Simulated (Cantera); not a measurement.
A diamond (100) surface in a fixed gas of H2 with x(CH4) = 0.0026, x(H) = 0.00065, at 1100 K, 31.5 Torr; coverages are run to steady state.

Detailed kinetics in Cantera: the Harris–Goodwin 1993 mechanism for the reconstructed diamond (100) surface.

One state of this run: growth (µm/h) = 1.97; θ c6HH = 0.505; θ c6H* = 0.0258; θ c6*H = 0.409; θ c6** = 0.0126; θ c6HM = 0.0302. θ: site fractions in the mechanism's names (c6HH fully hydrogenated, c6H* and c6*H radical sites, c6** diradical, c6HM methylated).

### Question
Which value of x(CH3) does it belong to?
A) 4.3e-05
B) 0.00028
C) 0.0018
D) 6.5e-06

### Answer
B, 0.00028
